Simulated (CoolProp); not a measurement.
Vapour-liquid equilibrium of R1234yf (1) + R134a (2) at 0.0335 bar; x and y are mole fractions of (1).

Computed with CoolProp (multi-fluid Helmholtz-energy mixture model, Lemmon 2022 and Tillner-Roth 1994; pair parameters Bell 2022).

Problem. Give the bubble temperature and the first vapour's composition at x = 0.35, 0.65, 0.8. Is there an azeotrope?

Solution. x = 0.35: -84.4 °C, y = 0.481; x = 0.65: -85.6 °C, y = 0.713; x = 0.8: -85.9 °C, y = 0.825. No azeotrope shows between x = 0.05 and 0.95.

The pair parameters rest on a limited set of measurements; away from them the model extrapolates.
